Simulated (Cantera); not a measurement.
An adiabatic, constant-volume homogeneous reactor starts with 30.8 % H2, 12.8 % O2, 48.4 % N2, 8.01 % H2O, equivalence ratio 1.2, at 1800 K and 24.7 atm.

Detailed kinetics in Cantera: GRI-Mech 3.0 (53 species, 325 reactions). The hydrogen kinetics of GRI-Mech 3.0 are dated; newer H2 mechanisms differ, most at raised pressure. The pressure lies above the range GRI-Mech 3.0 was tuned for (to about 10 atm). Above 3000 K some thermodynamic fits are extrapolated.

### Question
Predict: time of steepest temperature rise; temperature at 6.00 s; equilibrium temperature; x(H2) at 6.00 s; x(O2) at 6.00 s; x(H2O) at 6.00 s; x(H2O2) at 6.00 s; x(OH) at 6.00 s; x(NO) at 6.00 s; x(N2O) at 6.00 s.

### Answer
```json
{
 "time_of_steepest_temperature_rise": "0.296 µs",
 "temperature at 6.00 s": "3311 K",
 "equilibrium_temperature": "3311 K",
 "x(H2) at 6.00 s": "0.0834 (gas-phase equilibrium 0.0834)",
 "x(O2) at 6.00 s": "0.00495 (gas-phase equilibrium 0.00495)",
 "x(H2O) at 6.00 s": "0.324 (gas-phase equilibrium 0.324)",
 "x(H2O2) at 6.00 s": "3.90e-6 (gas-phase equilibrium 3.90e-6)",
 "x(OH) at 6.00 s": "0.0272 (gas-phase equilibrium 0.0272)",
 "x(NO) at 6.00 s": "0.00850 (gas-phase equilibrium 0.00850)",
 "x(N2O) at 6.00 s": "2.60e-6 (gas-phase equilibrium 2.60e-6)"
}
```
